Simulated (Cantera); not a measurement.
An isothermal, constant-pressure homogeneous reactor starts with CH₄ : CO₂ = 1 : 1.7 (molar parts), at 1650 K and 10500 Torr.

Detailed kinetics in Cantera: GRI-Mech 3.0 (53 species, 325 reactions). The pressure lies above the range GRI-Mech 3.0 was tuned for (to about 10 atm).

One state of this run: x CH₄ = 0.0888; x CO₂ = 0.305; x C₂H = 2.46e-8; x CO = 0.206; x CH₃ = 0.000111. x: mole fraction; the columns are a selection and need not sum to one.

Task: Which value of t (s) does it belong to?
A. 0.0162
B. 2.00e-6
C. 0.765
D. 9.46e-5

Result: A, 0.0162
